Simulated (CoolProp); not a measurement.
Diethyl ether along the isotherm 548 K: fugacity coefficient from the reference equation and from simpler models built on Tc = 467.9 K, pc = 3717 kPa, ω = 0.282; each cubic takes its own stable root.

Model: reference Helmholtz-energy equation of state, Thol 2014, in CoolProp.

```csv
p (kPa),phase,reference
1240,gas,0.9368
2480,gas,0.8748
3720,supercritical,0.8141
4960,supercritical,0.7556
6200,supercritical,0.7002
7430,supercritical,0.6497
8670,supercritical,0.6051
9910,supercritical,0.5674
11200,supercritical,0.5353
12400,supercritical,0.5108
13600,supercritical,0.4906
14900,supercritical,0.4725
16100,supercritical,0.4588
17300,supercritical,0.4474
18600,supercritical,0.4371
```

Problem. How far does each simpler model (van der Waals, Redlich-Kwong, Soave-Redlich-Kwong) lie from the reference over these 15 states: mean and median of the absolute difference, and the worst?

Solution. 
- van der Waals: mean 2.4 %, median 2.3 %, worst -5.1 % at 548 K and 8670 kPa
- Redlich-Kwong: mean 2.4 %, median 2.5 %, worst -3.5 % at 548 K and 8670 kPa
- Soave-Redlich-Kwong: mean 5.1 %, median 5.3 %, worst +10.4 % at 548 K and 18600 kPa
